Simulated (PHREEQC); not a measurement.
Brackish or sea water: speciation

A made-up water analysis in mg/L, 25 °C, pH 8.46, pe 1.8: Na 3380; K 907; Ca 100; Mg 483; Cl 7400; S(6) as SO4 128; Alkalinity as HCO3 5.64; B 0.314.

Cl is adjusted to close the charge balance.
Valence states are taken as typed.

All values are PHREEQC results (ion-association model, phreeqc.dat), not measurements.

```
Quantity                     Result
--------------------  -------------
ionic strength        0.240 mol/kgw
activity of water             0.993
specific conductance    21300 µS/cm
density                 1.006 g/cm³
```

```tsv
species	molality	activity	log γ
Cl-	0.215	0.151	-0.154
Na+	0.149	0.110	-0.131
K+	0.0234	0.0164	-0.156
Mg+2	0.0198	0.00652	-0.482
Ca+2	0.00250	0.000764	-0.514
SO4-2	0.000804	0.000220	-0.563
MgSO4	0.000318	0.000336	0.024
NaSO4-	0.000165	0.000121	-0.134
HCO3-	5.35e-5	3.93e-5	-0.134
KSO4-	3.44e-5	2.53e-5	-0.134
CaSO4	2.83e-5	2.99e-5	0.024
H3BO3	2.38e-5	2.51e-5	0.024
MgOH+	8.98e-6	6.78e-6	-0.122
```

This is a speciation only: nothing precipitates in the calculation. Species that the database lacks are ignored.
